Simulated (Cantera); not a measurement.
## Ignition delay

Mixture: C₃H₈ : O₂ : N₂ : CO₂ = 1 : 4.17 : 15.7 : 1.9 (molar parts), at 6380 Torr, adiabatic and at constant volume. Ignition delay is the time to a rise of 400 K.

Model: GRI-Mech 3.0 (53 species, 325 reactions), integrated in Cantera. GRI-Mech 3.0 was tuned for natural gas; its chemistry of propane as a main component is partial and can be far from experiment.

| T0 (K) | delay (ms) |
|---|---|
| 1075 | 21.6 |
| 1150 | 5.10 |
| 1225 | 1.25 |
| 1300 | 0.340 |
| 1375 | 0.107 |
| 1450 | 0.0394 |

| Property | Result |
|---|---|
| apparent activation energy between 1300 and 1450 K | 230 kJ/mol |
